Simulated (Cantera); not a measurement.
A Cantera script and what it prints.

```python
import numpy as np
import cantera as ct

gas_names = """
    CO TaO2 N2O NO
""".split()
cond_names = """
    TaC(s) TaC(L) C(gr) Ta2O5(s) Ta2O5(L)
""".split()


# ... load() reads the species with a 1 bar reference pressure and builds the phases ...
species = {s.name: s for s in load("nasa_gas.yaml", gas_names) + load("nasa_condensed.yaml", cond_names)}
# Each term lists the table entries of one substance; the one whose range holds T is used.
reactions = {
    'TaC + 2 CO(g) = TaO2(g) + 3 C':
        [(-1, ['TaC(s)', 'TaC(L)']), (-2, ['CO']), (1, ['TaO2']), (3, ['C(gr)'])],
    'N2O(g) + Ta2O5 = 2 NO(g) + 2 TaO2(g)':
        [(-1, ['N2O']), (-1, ['Ta2O5(s)', 'Ta2O5(L)']), (2, ['NO']), (2, ['TaO2'])],
}


def pick(names, T):
    return next(species[n] for n in names if species[n].thermo.min_temp <= T <= species[n].thermo.max_temp)


results = []
for label, terms in reactions.items():
    print(label)
    print("     T/K   dH/kJ  dS/(J/K)   dG/kJ   log10 K")
    for T in [300, 2400, 2425, 2450, 2475, 2500, 2525]:
        used = [(nu, pick(names, T)) for nu, names in terms]
        dH = sum(nu * s.thermo.h(T) for nu, s in used) / 1e6
        dS = sum(nu * s.thermo.s(T) for nu, s in used) / 1e3
        dG = dH - T * dS / 1e3
        logK = -dG * 1e6 / (ct.gas_constant * T * np.log(10))
        results.append((label, T, dH, dS, dG, logK, [s.name for _, s in used]))
        print(f"{T:8g} {dH:8.1f} {dS:8.1f} {dG:8.1f} {logK:8.2f}")
```

It prints:

```
TaC + 2 CO(g) = TaO2(g) + 3 C
     T/K   dH/kJ  dS/(J/K)   dG/kJ   log10 K
     300    164.3   -140.4    206.4   -35.93
    2400    163.5   -148.5    520.0   -11.32
    2425    163.5   -148.5    523.7   -11.28
    2450    163.5   -148.5    527.4   -11.24
    2475    163.5   -148.5    531.1   -11.21
    2500    163.5   -148.5    534.8   -11.17
    2525    163.5   -148.6    538.5   -11.14
N2O(g) + Ta2O5 = 2 NO(g) + 2 TaO2(g)
     T/K   dH/kJ  dS/(J/K)   dG/kJ   log10 K
     300   1745.2    618.7   1559.6  -271.55
    2400   1484.2    444.0    418.5    -9.11
    2425   1481.3    442.9    407.4    -8.77
    2450   1478.5    441.7    396.3    -8.45
    2475   1475.6    440.5    385.3    -8.13
    2500   1472.8    439.4    374.3    -7.82
    2525   1470.0    438.3    363.3    -7.52
```

Standard-state values (1 bar) from the NASA 1993 polynomials, evaluated with Cantera. TaC: taken at fixed stoichiometry. Condensed species are held in their standard states even where they would react or evaporate.
